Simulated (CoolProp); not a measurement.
Vapour-liquid equilibrium of R113 (1) + benzene (2) at 56.3 kPa; x and y are mole fractions of (1).

Values from CoolProp's multi-fluid Helmholtz-energy mixture model, Marx 1992 and Thol 2012; pair parameters Bell 2016.

| x | bubble temperature (°C) | y at the bubble point | dew temperature at overall composition x (°C) | liquid density (mol/L) |
|---|---|---|---|---|
| 0.05 | 56.7 | 0.210 | 60.9 | 10.56 |
| 0.2 | 47.1 | 0.520 | 57.0 | 10.18 |
| 0.35 | 41.9 | 0.660 | 52.7 | 9.775 |
| 0.5 | 38.5 | 0.751 | 47.8 | 9.385 |
| 0.65 | 35.9 | 0.826 | 42.3 | 9.020 |
| 0.8 | 33.6 | 0.898 | 36.8 | 8.680 |
| 0.95 | 31.6 | 0.974 | 32.2 | 8.366 |

No azeotrope shows between x = 0.05 and 0.95.

Pair parameters are fitted to limited data, so mixtures are less certain than the pure fluids.
